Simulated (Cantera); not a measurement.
A closed system holds: 1 mol FeS₂, 2.1 mol H₂S, 0.74 mol CO₂, equilibrated at 1575 K and 1330 Pa.

Equilibrium computed with Cantera from the NASA thermochemical tables; the gas is ideal and each condensed phase is pure. Candidate condensed phases: C, C₆H₆, C₇H₈, C₈H₁₈, Fe, Fe(CO)₅, FeO, Fe(OH)₂, Fe(OH)₃, FeS, FeSO₄, FeS₂, Fe₂O₃, Fe₂(SO₄)₃, Fe₃O₄, H₂O, H₂SO₄, S; 127 gas species. FeS: taken at fixed stoichiometry. Rates play no part.

Base state: S₂ 0.328, H₂ 0.297, CO 0.148, H₂O 0.138, H₂S 0.0505, CO₂ 0.0237, SH 0.00671, SO₂ 0.00394 (mole fractions); condensed: FeS(l).

Task: What changes in the equilibrium state with this change: FeS₂ replaced by MgO?

Result: 
```
species        before     after
-----------  --------  --------
H₂              0.297     0.340
S₂              0.328     0.244
CO              0.148     0.167
H₂O             0.138     0.159
CO₂            0.0237    0.0269
H₂S            0.0505    0.0499
S₂O          0.000455  0.000340
S            0.000463  0.000399
SO            0.00191   0.00165
SO₂           0.00394   0.00341
SH            0.00671   0.00620
FeS(l), mol     1.000         0
MgO(s), mol         0     1.000
```
Further candidate phases: Mg, MgCO₃, MgO, Mg(OH)₂, MgS, MgSO₄.
